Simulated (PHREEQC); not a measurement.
0.015 g of hydrous ferric oxide (600 m²/g; 0.2 weak and 0.005 strong sites per Fe, Dzombak-Morel constants, diffuse double layer) in 1 kg of water with 0.001 mol/kgw of an inert sodium salt and 4.6e-05 mol/kgw MnCl2 and 4.6e-05 mol/kgw CaCl2, at 25 °C; the pH is set by adding NaOH or the inert anion's acid. The system is closed to oxygen. CO2 from the air is kept out. Nothing may precipitate in this run.

Base run: PHREEQC, ion-association model, wateq4f.dat. Each further column changes one thing. The table gives Mn sorbed (%).

```csv
pH,base,no electrostatic term (-no_edl),background salt from 0.001 to 0.0001 mol/kgw,oxide from 0.015 to 0.075 g/kgw,8.3e-05 mol/kgw Na2HAsO4 added
3,0.0,0.0,0.0,0.0,0.0
3.67,0.0,0.0,0.0,0.0,0.0
4.33,0.0,0.0,0.0,0.0,0.0
5,0.0,0.0,0.0,0.0,0.0
5.67,0.1,0.3,0.0,0.3,0.2
6.33,0.6,1.5,0.6,3.1,1.1
7.67,8.0,19.5,8.1,33.6,?
8.33,22.0,41.1,22.2,77.3,44.9
9,32.4,54.1,32.5,?,54.0
9.67,36.2,?,36.1,?,55.1
10.33,37.0,56.1,37.0,99.7,55.1
11,36.8,46.8,36.7,99.7,54.1
```

Task: Some entries are withheld; supply them.

Result: 
- 7.67, 8.3e-05 mol/kgw Na2HAsO4 added: 18.8
- 9, oxide from 0.015 to 0.075 g/kgw: 96.9
- 9.67, no electrostatic term (-no_edl): 57.9
- 9.67, oxide from 0.015 to 0.075 g/kgw: 99.4

In at least one series the solution becomes supersaturated in solids that the run did not let form, among them Pyrochroite. The oxide is taken as insoluble; below pH 4 it would dissolve. The database has no arsenate complexes of Ca, Mn.
